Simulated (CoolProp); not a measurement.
Vapour-liquid equilibrium of o-xylene (1) + n-nonane (2) at 348.1 K; x and y are mole fractions of (1).

Computed with CoolProp (multi-fluid Helmholtz-energy mixture model, Zhou 2012 and Lemmon 2006; pair parameters Bell 2016).

```csv
x,bubble pressure (bar),y at the bubble point,dew pressure at overall composition x (bar),liquid density (mol/L)
0.05,0.08084,0.078,0.07996,5.349
0.125,0.08431,0.184,0.08236,5.493
0.2,0.08750,0.278,0.08484,5.644
0.275,0.09041,0.362,0.08740,5.802
0.35,0.09303,0.439,0.08999,5.969
0.425,0.09536,0.509,0.09256,6.143
0.5,0.09739,0.574,0.09507,6.327
0.575,0.09915,0.636,0.09742,6.521
0.65,0.1006,0.697,0.09951,6.726
0.725,0.1018,0.757,0.1012,6.942
0.8,0.1028,0.818,0.1025,7.170
0.875,0.1034,0.882,0.1033,7.412
0.95,0.1036,0.950,0.1036,7.668
```

No azeotrope shows between x = 0.05 and 0.95.

Pair parameters are fitted to limited data, so mixtures are less certain than the pure fluids.
